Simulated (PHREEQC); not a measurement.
Make-up at 25 °C: 0.003 mol CuSO4, 0.047 mol HNO3 and 4.2e-05 mol Na2SO4 per kg of water. Closed to the air; pH follows from the charge balance.

Equilibrium calculation in PHREEQC: ion-association model, wateq4f.dat.

```
quantity                           before    after
-------------------------------  --------  -------
pH                                   1.42     1.40
ionic strength (mol/kgw)           0.0547   0.0471
HSO4- (mol/kgw)                   0.00197  2.90e-5
SO4-2 (mol/kgw)                  0.000958  1.30e-5
NaSO4- (mol/kgw)                  1.80e-7  2.56e-9
SI of Mirabilite (Na2SO4:10H2O)    -10.59   -12.42
```

What was changed between the two runs?
(A) Na2SO4 from 4.2e-05 to 0.00042 mol/kgw
(B) CuSO4 left out
(C) Na2SO4 from 4.2e-05 to 6.3e-05 mol/kgw
(D) CuSO4 replaced by Ag2SO4 at the same molality
(E) diluted 5-fold with water

B, CuSO4 left out

Precipitation was switched off in this run.
